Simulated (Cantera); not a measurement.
**Ignition delay**

Mixture: 4.39 % CH₄, 3.73 % H₂, 24.2 % O₂, 67.7 % N₂, at 500000 Pa, adiabatic and at constant pressure. Ignition delay is the time to a rise of 400 K.

Computed with Cantera and GRI-Mech 3.0 (53 species, 325 reactions).

| T0 (K) | delay (ms) |
|---|---|
| 1025 | 9.18 |
| 1125 | 0.745 |
| 1225 | 0.188 |
| 1325 | 0.0775 |
| 1425 | 0.0386 |
| 1525 | 0.0215 |
| 1625 | 0.0131 |
| 1725 | 0.00846 |
| 1825 | 0.00576 |
| 1925 | 0.00407 |

The apparent activation energy between 1725 and 1925 K is 100 kJ/mol.
